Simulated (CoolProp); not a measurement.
R152A at several states: fugacity coefficient from the reference equation and from simpler models built on Tc = 386.4 K, pc = 4.517 MPa, ω = 0.275; each cubic takes its own stable root.

The numbers come from the reference Helmholtz-energy equation of state, Outcalt 1996 in CoolProp. It is a modified Benedict-Webb-Rubin equation, recast in Helmholtz form.

```tsv
T (K)	p (MPa)	phase	reference
234.6	21.5	liquid	0.004580
415.6	5.54	supercritical	0.6750
363.6	0.0291	gas	0.9970
219.2	5.17	liquid	0.004937
190.2	6.59	liquid	0.0005443
```

**Question.** How far does each simpler model (van der Waals, Redlich-Kwong, Peng-Robinson) lie from the reference over these 5 states: mean and median of the absolute difference, and the worst?

**Answer.** 
- van der Waals: mean 1414.9 %, median 1191.7 %, worst +4592.3 % at 190.2 K and 6.59 MPa
- Redlich-Kwong: mean 97.1 %, median 138.4 %, worst +207.2 % at 190.2 K and 6.59 MPa
- Peng-Robinson: mean 1.9 %, median 1.3 %, worst +4.8 % at 234.6 K and 21.5 MPa
